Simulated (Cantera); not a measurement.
# Adiabatic ignition

An adiabatic, constant-pressure homogeneous reactor starts with 19.4 % CO, 4.66 % H2, 12.4 % O2, 46.6 % N2, 16.9 % H2O, equivalence ratio 0.97, at 1223 K and 0.630 bar.

Computed with Cantera and GRI-Mech 3.0 (53 species, 325 reactions).

| t (s) | T (K) | x CO | x H2 | x O2 | x N2O | x NO | x HO2 | x H2O2 |
|---|---|---|---|---|---|---|---|---|
| 3.00e-6 | 1223 | 0.194 | 0.0466 | 0.124 | <1e-12 | <1e-12 | 1.32e-9 | <1e-12 |
| 9.11e-6 | 1223 | 0.194 | 0.0466 | 0.124 | <1e-12 | <1e-12 | 5.95e-9 | 5.55e-12 |
| 2.77e-5 | 1223 | 0.194 | 0.0466 | 0.124 | <1e-12 | <1e-12 | 8.35e-8 | 1.47e-10 |
| 8.40e-5 | 1224 | 0.194 | 0.0463 | 0.124 | 1.01e-10 | 5.74e-12 | 4.24e-5 | 2.94e-7 |
| 0.000255 | 2028 | 0.0714 | 0.0210 | 0.0446 | 6.90e-8 | 1.60e-5 | 8.77e-6 | 3.21e-7 |
| 0.000775 | 2385 | 0.0528 | 0.0120 | 0.0316 | 1.33e-7 | 0.000102 | 3.77e-6 | 1.59e-7 |
| 0.00235 | 2483 | 0.0447 | 0.00945 | 0.0268 | 1.89e-7 | 0.000474 | 3.85e-6 | 1.92e-7 |
| 0.00714 | 2483 | 0.0446 | 0.00942 | 0.0262 | 1.91e-7 | 0.00156 | 3.79e-6 | 1.91e-7 |
| 0.0217 | 2480 | 0.0446 | 0.00945 | 0.0252 | 2.00e-7 | 0.00393 | 3.64e-6 | 1.86e-7 |
| 0.0659 | 2477 | 0.0447 | 0.00948 | 0.0243 | 2.13e-7 | 0.00589 | 3.53e-6 | 1.82e-7 |
| 0.200 | 2477 | 0.0447 | 0.00948 | 0.0243 | 2.14e-7 | 0.00605 | 3.52e-6 | 1.82e-7 |
x: mole fraction; the columns are a selection and need not sum to one.

The time of steepest temperature rise is 0.138 ms. The temperature at 0.200 s is 2477 K. The equilibrium temperature is 2477 K and the x(CO) at 0.200 s comes out as 0.0447 (gas-phase equilibrium 0.0447). The x(H2) at 0.200 s comes out as 0.00948 (gas-phase equilibrium 0.00948) and the x(O2) at 0.200 s is 0.0243 (gas-phase equilibrium 0.0243).
